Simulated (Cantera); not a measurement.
Input (Python, Cantera) and output of one run.

```python
import numpy as np
import cantera as ct

gas_names = """
    AL ALN ALO ALO2 AL2 AL2O AL2O2 N NO NO2 NO3 N2 N2O O O2 O3
""".split()
cond_names = """
    AL(cr) AL(L) ALN(s) AL2O3(a) AL2O3(L)
""".split()


# ... load() reads the species with a 1 bar reference pressure and builds the phases ...
atoms = {
    'AlN': {'AL': 1, 'N': 1},
    'O2': {'O': 2},
}
top_T = {'ALN(s)': 2750}  # K; cautious upper limits of use, not melting points


# ... equilibrate(T, P, feed) seeds the gas with the atoms and calls Mixture.equilibrate('TP', solver="vcs", rtol=1e-11, max_steps=5000) ...
results = []
feed = {'AlN': 1, 'O2': 15}  # mol
P = 13332.2  # Pa
for T in [973, 1048, 1123, 1198, 1273, 1348, 1423, 1498, 1573, 1648, 1723, 1798, 1873, 1948]:
    mix = equilibrate(T, P, feed)
    results.append((T, P, feed, dict(zip(mix.species_names, mix.species_moles))))

top = {s: max(r[3][s] / sum(r[3][g] for g in gas_names) for r in results) for s in gas_names}
cols = sorted((s for s in top if top[s] > 1e-06), key=lambda s: -top[s])[:6]
seen = [c for c in cond_names if any(r[3].get(c, 0) > 1e-12 for r in results)]
print("log10 of partial pressures in bar; condensed amounts in mol")
print(f"{'T/K':>10s}" + "".join(f"{s[:9]:>10s}" for s in cols + seen))
for T, P, feed, n in results:
    ng = sum(n[g] for g in gas_names)
    print(f"{T:10.4g}" + "".join(f"{np.log10(max(n[s] / ng * P / 1e5, 1e-99)):10.3f}" for s in cols)
          + "".join(f"{n.get(c, 0):10.4g}" for c in seen))
```

Output:

```
log10 of partial pressures in bar; condensed amounts in mol
       T/K        O2        N2        NO         O       NO2  AL2O3(a)
       973    -0.890    -2.345    -5.864   -10.615    -7.154       0.5
      1048    -0.890    -2.345    -5.513    -9.644    -7.025       0.5
      1123    -0.890    -2.345    -5.209    -8.802    -6.913       0.5
      1198    -0.890    -2.345    -4.943    -8.064    -6.815       0.5
      1273    -0.890    -2.346    -4.708    -7.413    -6.728       0.5
      1348    -0.890    -2.346    -4.499    -6.834    -6.651       0.5
      1423    -0.890    -2.347    -4.313    -6.316    -6.581       0.5
      1498    -0.890    -2.348    -4.145    -5.849    -6.518       0.5
      1573    -0.890    -2.350    -3.994    -5.426    -6.462       0.5
      1648    -0.890    -2.352    -3.857    -5.042    -6.410       0.5
      1723    -0.890    -2.354    -3.732    -4.690    -6.363       0.5
      1798    -0.891    -2.357    -3.617    -4.368    -6.320       0.5
      1873    -0.891    -2.360    -3.513    -4.072    -6.281       0.5
      1948    -0.891    -2.364    -3.417    -3.798    -6.245       0.5
```

Cantera equilibrium calculation (NASA polynomials, part measured and part estimated; ideal gas, pure solids and liquids).
